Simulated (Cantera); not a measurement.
Transport properties of process gases

Gas mixture: O₂ = 0.58 (molar parts), at 20.0 Torr, frozen composition.

Cantera's kinetic-theory transport with the Lennard-Jones parameters of GRI-Mech 3.0, ideal gas; thermal conductivity in the mixture-averaged form.

```
T (K)  ρ (kg/m³)  cp (J/kg/K)  μ (µPa s)  λ (mW/m/K)     Pr  D (cm²/s) C₂H₂  D (cm²/s) CO₂  D (cm²/s) CH₃
-----  ---------  -----------  ---------  ----------  -----  --------------  -------------  -------------
400       0.0257        941.4       25.6        33.9  0.713            10.6           10.0           14.4
500       0.0205        971.4       30.0        41.1  0.709            15.8           14.9           21.2
600       0.0171         1003       34.1        48.2  0.709            21.7           20.5           29.0
700       0.0147         1031       37.8        55.0  0.709            28.3           26.8           37.7
800       0.0128         1055       41.4        61.4  0.710            35.5           33.7           47.3
900       0.0114         1074       44.7        67.6  0.710            43.4           41.2           57.7
```
D: mixture-averaged diffusion coefficient of that species in the mixture.
